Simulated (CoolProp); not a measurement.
Saturation properties of methanol.

Model: reference Helmholtz-energy equation of state, de Reuck 1993, in CoolProp.

| T (°C) | p (kPa) | liquid density (kg/m³) | liquid cp (kJ/(kg K)) | surface tension (mN/m) | liquid viscosity (µPa s) | liquid conductivity (mW/(m K)) |
|---|---|---|---|---|---|---|
| 77.05 | 162.9 | 735.6 | 2.938 | 17.7 | 283 | 190 |
| 91.65 | 270.2 | 720.2 | 3.081 | 16.4 | 243 | 187 |
| 106.25 | 429.1 | 703.8 | 3.238 | 15.0 | 209 | 185 |
| 120.85 | 656.2 | 686.2 | 3.413 | 13.5 | 182 | 182 |
| 135.45 | 970.8 | 667.1 | 3.611 | 12.0 | 158 | 179 |
| 150.05 | 1395 | 646.1 | 3.840 | 10.4 | 137 | 176 |
| 164.65 | 1954 | 622.6 | 4.117 | 8.76 | 119 | 173 |
| 179.25 | 2674 | 595.8 | 4.473 | 7.03 | 103 | 171 |

It boils at 64.5 °C under 1 atm.

Viscosity comes from a separate model (Xiang 2006). Thermal conductivity comes from a separate model (Sykioti 2013). Surface tension comes from a separate correlation (Mulero 2012).
